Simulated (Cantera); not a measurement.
Feed: 1 mol C₂H₆, 0.5 mol NH₃, 4 mol H₂, held at 0.450 bar.

Method: chemical equilibrium by Gibbs-energy minimisation in Cantera with the NASA 1993 tables (ideal gas, pure condensed phases). Candidate condensed phases: C, C₆H₆, C₇H₈, C₈H₁₈; 92 gas species. The numbers say what is thermodynamically allowed, not how fast it happens.

### Question
At 1925 K, list the 5 most abundant gas species with their mole fractions, and the condensed phases.

### Answer
H₂ 0.966, N₂ 0.0303, HCN 0.00185, H 0.00140, C₂H₂ (acetylene) 0.000442. Condensed: C(graphite).
